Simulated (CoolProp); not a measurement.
Vapour-liquid equilibrium of cyclohexane (1) + toluene (2) at 388.8 K; x and y are mole fractions of (1).

Values from CoolProp's multi-fluid Helmholtz-energy mixture model, Zhou 2014 and Lemmon 2006; pair parameters Bell 2016.

| x | bubble pressure (kPa) | y at the bubble point | dew pressure at overall composition x (kPa) | liquid density (mol/L) |
|---|---|---|---|---|
| 0.05 | ___ | ___ | 120.7 | 8.382 |
| 0.2 | 155.0 | ___ | 134.3 | ___ |
| 0.35 | 179.4 | ___ | 150.9 | 8.281 |
| 0.5 | 200.9 | ___ | 171.1 | 8.234 |
| 0.65 | 220.2 | 0.785 | 195.4 | 8.191 |
| 0.8 | 237.9 | ___ | 223.0 | 8.153 |
| 0.95 | 254.5 | ___ | 251.1 | 8.122 |

Task: What belongs in the gaps?

Result: 
- 0.05, bubble pressure (kPa): 127.0
- 0.05, y at the bubble point: 0.123
- 0.2, y at the bubble point: 0.383
- 0.2, liquid density (mol/L): 8.330
- 0.35, y at the bubble point: 0.554
- 0.5, y at the bubble point: 0.681
- 0.8, y at the bubble point: 0.878
- 0.95, y at the bubble point: 0.969

No azeotrope shows between x = 0.05 and 0.95.

Pair parameters are fitted to limited data, so mixtures are less certain than the pure fluids.
